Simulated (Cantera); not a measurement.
Charge: 1 mol Mg(OH)2, 1.4 mol CO2, held at 1948.15 K and 1 atm.

Method: chemical equilibrium by Gibbs-energy minimisation in Cantera with the NASA 1993 tables (ideal gas, pure condensed phases). Candidate condensed phases: C, C6H6, C7H8, C8H18, H2O, Mg, MgCO3, MgO, Mg(OH)2; 116 gas species. Equilibrium is a limit: real reactors are often held back by kinetics, nucleation or transport.

Question: What is the equilibrium state?

Answer: 
```
Item                                       Result
--------------------------------------  ---------
x(CO2)                                      0.573
x(H2O)                                      0.413
x(CO)                                     0.00754
x(O2)                                     0.00409
x(H2)                                     0.00124
x(OH)                                     0.00119
x(H)                                      3.95e-5
x(O)                                      2.82e-5
x(Mg(OH)2)                                1.06e-5
n(MgO(s))                               1.000 mol
gas amount                              2.411 mol
log10 activity of C(graphite) (absent)      -8.48
log10 activity of Mg(l) (absent)            -9.10
```
